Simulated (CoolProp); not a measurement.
The fluid at 392.95 K and 1.78 MPa (gas) is heated at constant pressure to 432.1 K. The same conditions are run with several fluids, on thermodynamics alone (safety and materials aside).

Values from CoolProp's reference Helmholtz-energy equation of state of each fluid (methane: Setzmann 1991; R13: Platzer 1990; propane: Lemmon 2009; oxygen: Schmidt 1985). The equations of Platzer and Polt are older, rougher fits.

Question: Rank methane, R13, propane, oxygen by heat (kJ/kg), highest first.

Answer: methane (103), propane (91.6), oxygen (37.5), R13 (30.9)

```json
[
 {"fluid": "methane", "final density (kg/m³)": "7.98"},
 {"fluid": "R13", "final density (kg/m³)": "54.1"},
 {"fluid": "propane", "final density (kg/m³)": "24.0"},
 {"fluid": "oxygen", "final density (kg/m³)": "15.8"}
]
```

Above 300 K oxygen's equation is extrapolated.
